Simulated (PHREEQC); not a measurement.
Dissolve 1.36 mmol/kgw H2SO4, 0.88 mmol/kgw LiCl and 0.056 mmol/kgw Fe2(SO4)3 at 25 °C. It is in equilibrium with CO2 at log p = -3.4 (atm). Otherwise closed; pH follows from the charge balance.

The numbers come from PHREEQC with the ion-association model, phreeqc.dat.

This is a speciation only: nothing precipitates in the calculation.

Estimate the pH, ionic strength.

pH 2.63; ionic strength 0.00485 mol/kgw.

In which forms is S present?

SO4-2 80 %, HSO4- 15 %, FeSO4+ 4.6 % of the S.

Examples of supersaturated solids here: Hematite (slow to form), Goethite (slow to form). Others may be too. Species that the database lacks are ignored.
